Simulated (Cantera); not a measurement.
**Thermodynamics of iron carbonyl, mercury and lead vapours, feed PbO + H2**

Charge: 1 mol PbO, 0.18 mol H2, equilibrated at 18.0 Pa.

These are equilibrium values from Cantera (NASA tables, ideal gas, pure condensed phases), not measurements of a reactor. Candidate condensed phases: H2O, Pb, PbO, PbO2, Pb3O4; 12 gas species. Equilibrium is a limit: real reactors are often held back by kinetics, nucleation or transport.

| T (K) | x H2O | x H2 | x Pb | x PbO | n Pb(s) | n PbO(red) | n Pb(l) |
|---|---|---|---|---|---|---|---|
| 548 | 1.000 | 1.09e-5 | 7.27e-10 | <1e-12 | 0.180 | 0.820 | 0 |
| 573 | 1.000 | 1.42e-5 | 4.63e-9 | <1e-12 | 0.180 | 0.820 | 0 |
| 598 | 1.000 | 1.80e-5 | 2.52e-8 | <1e-12 | 0.180 | 0.820 | 0 |
| 623 | 1.000 | 2.18e-5 | 1.15e-7 | 2.24e-12 | 0 | 0.820 | 0.180 |
| 648 | 1.000 | 2.60e-5 | 4.67e-7 | 1.86e-11 | 0 | 0.820 | 0.180 |
| 673 | 1.000 | 3.07e-5 | 1.70e-6 | 1.31e-10 | 0 | 0.820 | 0.180 |
| 698 | 1.000 | 3.59e-5 | 5.64e-6 | 8.01e-10 | 0 | 0.820 | 0.180 |
| 723 | 1.000 | 4.17e-5 | 1.72e-5 | 4.31e-9 | 0 | 0.820 | 0.180 |
x: gas mole fraction; n: condensed amount in mol.

From 548 K to 598 K the condensed part is Pb(s) + PbO(red). From 623 K to 723 K the condensed part is Pb(l) + PbO(red).
